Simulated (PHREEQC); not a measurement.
Copper plating or etch bath (model solution)

A solution holds 0.51 mol/kgw CuSO4, 0.067 mol/kgw H2SO4 and 0.0018 mol/kgw Na2SO4, at 25 °C. Closed to the air; pH follows from the charge balance.

Model: ion-association model, phreeqc.dat, run in PHREEQC.

* **pH**: 1.60
* **ionic strength**: 0.972 mol/kgw
* **activity of water**: 0.985
* **density**: 1.079 g/cm³
* **total alkalinity**: -134 meq/kg

| species | molality | activity | log γ |
|---|---|---|---|
| CuSO4 | 0.268 | 0.335 | 0.097 |
| Cu+2 | 0.242 | 0.0502 | -0.683 |
| SO4-2 | 0.210 | 0.0327 | -0.807 |
| HSO4- | 0.101 | 0.0791 | -0.104 |
| H+ | 0.0334 | 0.0249 | -0.128 |
| Na+ | 0.00304 | 0.00222 | -0.137 |
| NaSO4- | 0.000555 | 0.000364 | -0.183 |
| CuOH+ | 3.29e-8 | 1.99e-8 | -0.219 |

This is a speciation only: nothing precipitates in the calculation. Caution: at this ionic strength the ion-association model is outside its range; a Pitzer model would be the better tool where its parameters exist. Complexes and solids missing from the database can't appear.
